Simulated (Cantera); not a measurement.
Input: 1 mol AlCl3, 0.65 mol O2, 290 mol H2, 18 mol N2, held at 8.20 mbar.

These are equilibrium values from Cantera (NASA tables, ideal gas, pure condensed phases), not measurements of a reactor. Candidate condensed phases: Al, AlCl3, AlN, Al2O3, H2O, NH4Cl; 45 gas species. Mutual solubility and eutectic melting of coexisting phases are not modelled. The tables' values for AlCl2 are old estimates; treat these amounts as uncertain. Kinetics and transport are ignored.

x: gas mole fraction; n: condensed amount in mol.

```csv
T (°C),x H2,x N2,x HCl,x H,x AlCl,x H2O,n AlN(s),n Al2O3(s)
877,0.932,0.0580,0.00953,7.96e-7,6.39e-7,1.78e-7,0.117,0.433
927,0.932,0.0580,0.00952,[?],[?],[?],0.114,0.433
977,0.932,0.0580,0.00950,5.15e-6,1.21e-5,3.96e-7,0.110,0.433
1027,0.932,0.0580,0.00944,1.18e-5,4.42e-5,5.63e-7,0.0973,0.433
1077,0.932,0.0581,0.00932,2.54e-5,0.000145,7.77e-7,0.0621,0.433
1127,0.932,0.0581,0.00913,5.19e-5,0.000346,1.22e-6,0,0.433
1177,0.932,0.0581,0.00919,0.000101,0.000384,3.00e-6,0,0.433
1227,0.932,0.0581,0.00922,0.000188,0.000406,7.12e-6,0,0.433
1277,0.932,0.0581,0.00922,0.000336,0.000422,1.61e-5,0,0.432
1327,0.932,0.0581,0.00922,0.000579,0.000440,3.43e-5,0,0.430
1377,0.931,0.0581,0.00919,[?],0.000466,[?],0,0.426
1427,0.931,0.0581,0.00915,0.00157,0.000508,0.000129,0,0.420
1477,0.930,0.0581,0.00907,0.00248,0.000573,0.000227,0,0.410
1527,0.928,0.0580,0.00896,0.00381,0.000669,0.000375,0,0.394
```

Question: Complete the blanks.

Answer: 
- 927, x H: 2.10e-6
- 927, x AlCl: 2.97e-6
- 927, x H2O: 2.71e-7
- 1377, x H: 0.000968
- 1377, x H2O: 6.89e-5
